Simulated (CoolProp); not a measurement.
Sulfur hexafluoride at 460.85 K and 14.9 MPa flows at 0.29 m/s in a round tube of 1 mm bore and 15 µm roughness, fully developed (64/Re and Nu = 3.66 if laminar; Colebrook and Gnielinski if turbulent). Each further row changes one setting.

Values from CoolProp's reference Helmholtz-energy equation of state, Guder 2009.

| case | Reynolds number | Darcy friction factor | pressure drop (Pa/m) | heat-transfer coefficient (W/(m² K)) | mass flow (kg/h) |
|---|---|---|---|---|---|
| as stated | 4470 | 0.0523 | (withheld) | (withheld) | (withheld) |
| velocity 0.58 m/s | 8930 | (withheld) | 5620 | 2160 | 1.13 |
| diameter 2 mm | 8930 | 0.0411 | 597 | (withheld) | (withheld) |

Q: Some entries are withheld; supply them.

A: 
- as stated, pressure drop (Pa/m): 1520
- as stated, heat-transfer coefficient (W/(m² K)): 1020
- as stated, mass flow (kg/h): 0.567
- velocity 0.58 m/s, Darcy friction factor: 0.0484
- diameter 2 mm, heat-transfer coefficient (W/(m² K)): 921
- diameter 2 mm, mass flow (kg/h): 2.27

Viscosity comes from a separate model (Quiñones-Cisneros 2012). Thermal conductivity comes from a separate model (Assael 2012).
